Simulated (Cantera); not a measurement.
A closed system holds: 1 mol Al, 2.7 mol N2O, 160 mol H2, equilibrated at 1800 Pa.

Method: chemical equilibrium by Gibbs-energy minimisation in Cantera with the NASA 1993 tables (ideal gas, pure condensed phases). Candidate condensed phases: Al, AlN, Al2O3, H2O; 35 gas species. The numbers say what is thermodynamically allowed, not how fast it happens. All values below are at 975 K.

Base state: H2 0.976, N2 0.0166, H2O 0.00738 (mole fractions); condensed: Al2O3(s).

Q: What changes in the equilibrium state with this change: H2 from 160 to 1 mol?

A: 
```tsv
species	before	after
N2	0.0166	0.711
H2O	0.00738	0.263
O2	<1e-9	0.0263
H2	0.976	<1e-9
Al2O3(s), mol	0.500	0.500
```

Q: What changes in the equilibrium state with this change: N2O from 2.7 to 36 mol?

A: 
```
species         before  after
-------------  -------  -----
H2               0.976  0.640
N2              0.0166  0.184
H2O            0.00738  0.176
Al2O3(s), mol    0.500  0.500
```
